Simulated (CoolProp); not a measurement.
A single-stage vapour-compression cycle with propylene: evaporating at 247.15 K (dew point), condensing at 294.15 K (bubble point), superheat 2 K, subcooling 5 K, compressor efficiency 0.9, no pressure losses. Each further row changes one setting.

Computed with CoolProp (reference Helmholtz-energy equation of state, Lemmon 2013).

```csv
case,cooling COP,pressure ratio,discharge temperature (K),refrigerating effect (kJ/kg),volumetric capacity (kJ/m³)
as stated,3.96,4.24,314.8,315,1680
evaporating temperature 252.15 K,4.61,3.54,312.2,320,2030
condensing temperature 289.15 K,4.55,3.72,308.5,327,1750
subcooling 10 K,4.12,4.24,314.8,327,1750
superheat 12 K,3.95,4.24,325.0,329,1680
compressor efficiency 0.8,3.52,4.24,320.2,315,1680
```
